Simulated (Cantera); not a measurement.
Premixed flame

A freely propagating, adiabatic, planar premixed flame of 27.8 % H2, 13.9 % O2, 58.3 % N2, equivalence ratio 1.0, unburnt at 525 K and 500000 Pa; multicomponent+Soret transport, grid criteria slope 0.08 and curve 0.16, no radiation.

Model: the H2/O2 subset of GRI-Mech 3.0, which has no nitrogen chemistry, integrated in Cantera. The hydrogen kinetics of GRI-Mech 3.0 are dated; newer H2 mechanisms differ, most at raised pressure. Burning velocities carry a grid error of a few per cent, more on coarse grids.

| z (mm) | T (K) | u (m/s) | x H2 | x O2 | x H2O | x O | x H | x H2O2 |
|---|---|---|---|---|---|---|---|---|
| -0.172 | 525 | 4.15 | 0.278 | 0.139 | <1e-8 | <1e-8 | <1e-8 | <1e-8 |
| -0.115 | 525 | 4.15 | 0.277 | 0.139 | 2.41e-7 | <1e-8 | <1e-8 | <1e-8 |
| -0.0861 | 525 | 4.14 | 0.276 | 0.139 | 3.66e-6 | <1e-8 | <1e-8 | 1.72e-8 |
| -0.0574 | 527 | 4.13 | 0.271 | 0.140 | 5.17e-5 | 7.62e-8 | <1e-8 | 3.16e-7 |
| -0.0287 | 576 | 4.32 | 0.234 | 0.146 | 0.00339 | 6.78e-6 | 1.58e-5 | 2.82e-5 |
| -0.0144 | 874 | 6.33 | 0.187 | 0.137 | 0.0352 | 0.000272 | 0.00176 | 9.84e-5 |
| 0 | 1338 | 9.52 | 0.122 | 0.0994 | 0.114 | 0.00262 | 0.0119 | 2.86e-5 |
| 0.0144 | 1663 | 11.8 | 0.0674 | 0.0560 | 0.190 | 0.00570 | 0.0217 | 5.24e-6 |
| 0.0287 | 1841 | 13.0 | 0.0436 | 0.0340 | 0.227 | 0.00665 | 0.0227 | 3.11e-6 |
| 0.0574 | 2020 | 14.1 | 0.0323 | 0.0221 | 0.250 | 0.00576 | 0.0170 | 1.83e-6 |
| 0.115 | 2175 | 15.1 | 0.0265 | 0.0171 | 0.265 | 0.00373 | 0.0100 | 1.16e-6 |
| 0.230 | 2295 | 15.8 | 0.0202 | 0.0133 | 0.279 | 0.00211 | 0.00524 | 8.11e-7 |
| 0.459 | 2374 | 16.3 | 0.0145 | 0.0105 | 0.289 | 0.00117 | 0.00265 | 5.93e-7 |
x: mole fraction of selected species; z is measured from the peak of heat release.

- laminar burning velocity = 415 cm/s
- thermal thickness = 0.0574 mm
- peak x(O) = 0.00668
- peak x(H) = 0.0231
- peak x(H2O2) = 9.84e-5
- grid points = 112
